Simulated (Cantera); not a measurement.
## Stirred combustor or abatement burner

A perfectly stirred reactor is fed with 6.25 % CH4, 0.432 % C2H6, 2.19 % C3H8, 19.2 % O2, 71.9 % N2, equivalence ratio 1.3, at 1.00 atm; it is adiabatic with a 725 K inlet, and is followed from long to short residence time, starting on the burning branch (τ in s: 0.021, 0.0099, 0.0047, 0.0022, 0.001, 0.00049, 0.00023, 0.00011, 5.1e-05, 2.4e-05, 1.1e-05, 5.3e-06).

Detailed kinetics in Cantera: GRI-Mech 3.0 (53 species, 325 reactions). GRI-Mech 3.0 was tuned for natural gas; its chemistry of propane as a main component is partial and can be far from experiment.

| τ (s) | T (K) | x CH4 | x C2H6 | x C3H8 | x NO2 | x CO | x N2O |
|---|---|---|---|---|---|---|---|
| 0.021 | 2351 | 9.10e-6 | 4.37e-8 | 2.01e-7 | 2.28e-8 | 0.0706 | 3.99e-8 |
| 0.0099 | 2337 | 1.42e-5 | 8.75e-8 | 3.82e-7 | 2.32e-8 | 0.0708 | 4.47e-8 |
| 0.0047 | 2318 | 2.23e-5 | 1.73e-7 | 7.14e-7 | 2.26e-8 | 0.0710 | 4.95e-8 |
| 0.0022 | 2294 | 3.69e-5 | 3.45e-7 | 1.36e-6 | 2.10e-8 | 0.0713 | 5.39e-8 |
| 0.0010 | 2267 | 6.61e-5 | 7.17e-7 | 2.70e-6 | 1.86e-8 | 0.0718 | 5.84e-8 |
| 0.00049 | 2240 | 0.000119 | 1.42e-6 | 5.20e-6 | 1.62e-8 | 0.0726 | 6.33e-8 |
| 0.00023 | 2208 | 0.000242 | 3.09e-6 | 1.10e-5 | 1.33e-8 | 0.0741 | 6.96e-8 |
| 0.00011 | 2164 | 0.000540 | 7.24e-6 | 2.50e-5 | 1.02e-8 | 0.0770 | 7.24e-8 |
| 5.1e-5 | 2051 | 0.00182 | 2.66e-5 | 8.36e-5 | 6.48e-9 | 0.0837 | 5.04e-8 |
| 2.4e-5 | 725 | 0.0625 | 0.00432 | 0.0219 | <1e-12 | <1e-12 | <1e-12 |
| 1.1e-5 | 725 | 0.0625 | 0.00432 | 0.0219 | <1e-12 | <1e-12 | <1e-12 |
| 5.3e-6 | 725 | 0.0625 | 0.00432 | 0.0219 | <1e-12 | <1e-12 | <1e-12 |
x: mole fraction; the columns are a selection and need not sum to one.
